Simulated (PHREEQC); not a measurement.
Solution (20 °C and 50 atm): 0.63 mol KCl and 0.16 mol CaCl2 per kg of water. It is in equilibrium with CO2 at log p = -3.4 (atm). Otherwise closed; pH follows from the charge balance.

Equilibrium calculation in PHREEQC: Pitzer model, pitzer.dat.

```json
[
 {"quantity": "pH", "before": "5.56", "after": "5.59"},
 {"quantity": "CO2 (mol/kgw)", "before": "1.30e-5", "after": "1.45e-5"},
 {"quantity": "HCO3- (mol/kgw)", "before": "3.16e-6", "after": "2.83e-6"},
 {"quantity": "CO3-2 (mol/kgw)", "before": "6.51e-10", "after": "6.89e-11"}
]
```

### Question
Which change was made?
(A) diluted 10-fold with water
(B) CaCl2 from 0.16 to 0.08 mol/kgw
(C) diluted 100-fold with water
(D) temperature from 20 to 40 °C
(E) KCl left out

### Answer
C, diluted 100-fold with water

This is a speciation only: nothing precipitates in the calculation. In brines, pH and single-ion activities rest on the MacInnes convention. Under pressure, the constants of complexes without a molar volume in the database are unreliable.
